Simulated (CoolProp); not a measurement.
Hexamethyldisiloxane (MM) along the isobar 11 MPa: density (kg/m³) from the reference equation and from simpler models built on Tc = 245.6 °C, pc = 1.931 MPa, ω = 0.418; each cubic takes its own stable root.

Computed with CoolProp (reference Helmholtz-energy equation of state, Thol 2016).

| T (°C) | phase | reference | van der Waals | Redlich-Kwong |
|---|---|---|---|---|
| 232.75 | liquid | 564.8 | 415.1 | ___ |
| 246.45 | supercritical | 549.4 | 409.7 | 526.3 |
| 260.05 | supercritical | 533.9 | 404.2 | 514.2 |
| 273.65 | supercritical | ___ | 398.8 | 502.0 |
| 287.35 | supercritical | 502.3 | ___ | 489.7 |
| 300.95 | supercritical | 486.4 | 387.6 | ___ |
| 314.65 | supercritical | 470.4 | 382.0 | ___ |
| 328.25 | supercritical | 454.5 | 376.3 | 453.2 |
| 341.85 | supercritical | 438.7 | 370.6 | 441.2 |

Task: Some entries are withheld; supply them.

Result: 
- 232.75, Redlich-Kwong: 538.5
- 273.65, reference: 518.2
- 287.35, van der Waals: 393.2
- 300.95, Redlich-Kwong: 477.5
- 314.65, Redlich-Kwong: 465.3
